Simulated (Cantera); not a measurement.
Charge: 1 mol Si, 0.21 mol O₂, 9 mol N₂, equilibrated at 0.740 Pa.

Cantera equilibrium calculation (NASA polynomials, part measured and part estimated; ideal gas, pure solids and liquids). Candidate condensed phases: Si, SiO₂, Si₂N₂O, Si₃N₄; 16 gas species. N₂ is the only nitrogen source here; it is nearly inert below about 1500 K, so the nitride shown seldom forms there in practice. Mutual solubility and eutectic melting of coexisting phases are not modelled. The tables' values for SiN are old estimates; treat these amounts as uncertain. The numbers say what is thermodynamically allowed, not how fast it happens.

x: gas mole fraction; n: condensed amount in mol.

```csv
T (°C),x N₂,x Si,x SiO,x Si₂,x Si₂N,x SiN,n Si₂N₂O(s),n Si₃N₄(s),n Si(s)
627,1.00,<1e-12,<1e-12,<1e-12,<1e-12,<1e-12,0.420,0.0533,0
727,1.00,<1e-12,1.55e-11,<1e-12,<1e-12,<1e-12,0.420,0.0533,0
827,1.00,8.20e-12,9.38e-9,<1e-12,<1e-12,<1e-12,0.420,0.0533,0
927,1.000,[?],[?],<1e-12,[?],7.96e-11,0.420,0.0533,0
1027,1.000,9.68e-7,0.000171,3.91e-11,1.69e-9,9.04e-9,0.419,0.0538,0
1127,0.992,9.44e-5,0.00793,4.76e-8,5.81e-7,5.19e-7,0.352,0.0757,0
1227,0.954,[?],0.0445,[?],[?],4.85e-6,0,0,[?]
1327,0.943,0.0132,0.0440,3.28e-5,5.03e-5,3.00e-5,0,0,0.452
1427,0.900,0.0573,0.0420,0.000157,0.000101,8.96e-5,0,0,0
1527,0.900,0.0578,0.0420,4.71e-5,1.43e-5,6.61e-5,0,0,0
1627,0.900,0.0579,0.0420,1.58e-5,2.46e-6,5.00e-5,0,0,0
1727,0.900,0.0579,0.0420,5.92e-6,5.04e-7,3.89e-5,0,0,0
1827,0.900,0.0580,0.0420,2.43e-6,1.20e-7,3.10e-5,0,0,0
1927,0.900,0.0580,0.0420,1.08e-6,3.25e-8,2.53e-5,0,0,0
```

Q: Fill in the missing entries.

A: 
- 1227, x Si: 0.00142
- 1227, x Si₂: 1.82e-6
- 1227, x Si₂N: 7.29e-6
- 1227, n Si(s): 0.566
- 927, x Si: 4.61e-9
- 927, x SiO: 1.92e-6
- 927, x Si₂N: 1.85e-12
